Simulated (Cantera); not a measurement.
AlN + H2 (sublimation and decomposition of ceramics)

A closed system holds: 1 mol AlN, 0.33 mol H2, equilibrated at 0.0120 Torr.

Cantera equilibrium calculation (NASA polynomials, part measured and part estimated; ideal gas, pure solids and liquids). Candidate condensed phases: Al, AlN; 26 gas species. Ions and electrons are included (thermal ionisation). Kinetics and transport are ignored.

| T (K) | x Al | x H | x N | x e- | x Al+ | x N2 | x H2 | x AlH |
|---|---|---|---|---|---|---|---|---|
| 2500 | 0.463 | 0.301 | 3.52e-5 | 0.000946 | 0.000946 | 0.232 | 0.00230 | 1.03e-5 |
| 3000 | 0.445 | 0.302 | 0.00166 | 0.0118 | 0.0118 | 0.228 | 5.84e-5 | 8.81e-7 |
| 3500 | 0.359 | 0.281 | 0.0248 | 0.0668 | 0.0668 | 0.201 | 3.63e-6 | 1.17e-7 |
| 4000 | 0.162 | 0.228 | 0.142 | 0.183 | 0.183 | 0.102 | 3.27e-7 | 1.15e-8 |
| 4500 | 0.0335 | 0.189 | 0.259 | 0.253 | 0.253 | 0.0133 | 4.77e-8 | 7.10e-10 |
| 5000 | 0.00626 | 0.182 | 0.273 | 0.269 | 0.269 | 0.00109 | 1.28e-8 | 5.63e-11 |
x: gas mole fraction; nothing condenses.

From 2500 K to 5000 K nothing is condensed. The main Al-bearing gas is Al at 2500 K and Al+ at 5000 K.
